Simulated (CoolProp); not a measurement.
C3F8 (R218) along the isobar 2.95 MPa: density (kg/m³) from the reference equation and from simpler models built on Tc = 345.0 K, pc = 2.640 MPa, ω = 0.317; each cubic takes its own stable root.

Model: reference Helmholtz-energy equation of state, Lemmon 2006, in CoolProp. It is a short technical equation, of lower accuracy than the large ones.

```
T (K)          phase  reference
-----  -------------  ---------
326.4         liquid       1171
335.1         liquid       1087
343.8         liquid      956.3
352.6  supercritical      478.7
361.3  supercritical      343.4
370.1  supercritical      294.5
378.8  supercritical      265.2
387.5  supercritical      244.4
396.3  supercritical      228.2
405    supercritical      215.3
413.8  supercritical      204.3
422.5  supercritical      195.1
431.3  supercritical      186.9
440    supercritical      179.8
```

How far does each simpler model (Redlich-Kwong, Soave-Redlich-Kwong, Peng-Robinson) lie from the reference over these 14 states: mean and median of the absolute difference, and the worst?


- Redlich-Kwong: mean 6.7 %, median 4.1 %, worst -18.1 % at 343.8 K and 2.95 MPa
- Soave-Redlich-Kwong: mean 5.1 %, median 2.1 %, worst -17.5 % at 343.8 K and 2.95 MPa
- Peng-Robinson: mean 2.5 %, median 2.1 %, worst -8.8 % at 343.8 K and 2.95 MPa
